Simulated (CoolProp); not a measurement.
The numbers come from the reference Helmholtz-energy equation of state, Lemmon 2005 in CoolProp. It is a short technical equation, of lower accuracy than the large ones.

Task: Give the vapour pressure (MPa), enthalpy of vaporisation (kJ/kg), vapour Z, surface tension (mN/m) of saturated isobutene at 278.6, 306.3, 317.4 K.

Result: 
| T (K) | p (MPa) | enthalpy of vaporisation (kJ/kg) | vapour Z | surface tension (mN/m) |
|---|---|---|---|---|
| 278.6 | 0.161 | 380 | 0.942 | 14.1 |
| 306.3 | 0.388 | 350 | 0.895 | 10.8 |
| 317.4 | 0.526 | 336 | 0.871 | 9.46 |

Surface tension comes from a separate correlation (Mulero 2012).
